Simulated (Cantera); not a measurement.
Charge: 1 mol Si₂Cl₆, 33 mol H₂, 0.04 mol HCl, held at 10.0 Torr.

Equilibrium computed with Cantera from the NASA thermochemical tables; the gas is ideal and each condensed phase is pure. Candidate condensed phases: Si; 19 gas species. The feed counts by its element totals alone. Rates play no part.

Over these rows the condensed part is Si(s). Partial pressures as log10 of bar:

| T (K) | 1000/T (1/K) | log p SiHCl₃ | log p H₂ | log p HCl | log p SiCl₂ | log p SiCl₄ |
|---|---|---|---|---|---|---|
| 998 | 1.0020 | -3.99 | -1.90 | -3.48 | -4.82 | -3.40 |
| 1098 | 0.9107 | -4.11 | -1.91 | -3.18 | -4.14 | -3.54 |
| 1198 | 0.8347 | ? | -1.93 | -2.99 | -3.69 | -3.87 |
| 1298 | 0.7704 | -4.83 | -1.93 | -2.91 | -3.46 | -4.46 |
| 1398 | 0.7153 | -5.39 | -1.94 | -2.89 | -3.38 | -5.19 |
| 1498 | 0.6676 | -5.92 | -1.94 | -2.89 | -3.34 | -5.89 |

Task: Fit log p(SiHCl₃) = a + b·(1000/T) to the five rows, give the apparent enthalpy, and predict the row at 1198 K.

Result: Means: 1000/T = 0.8132, log p = -4.848. Sxy = 0.442320, Sxx = 0.0777673, so b = 5.69 and a = -4.848 − (5.69)×0.8132 = -9.48.
Apparent enthalpy: −19.145 × (5.69) = -109 kJ/mol. With the condensed phases at unit activity, Si(s) + 3 HCl(g) = SiHCl₃(g) + H₂(g) links this pressure to the main gases: over the six rows their terms move log p by +1.81 in all, so the slope isn't that reaction's ΔH° alone. The five rows lie within 0.27 of the line; that is curvature, so one enthalpy describes this range poorly.
Prediction at 1198 K: -9.48 + (5.69)×0.8347 = -4.73. The computed value is -4.37, 0.36 from the line.
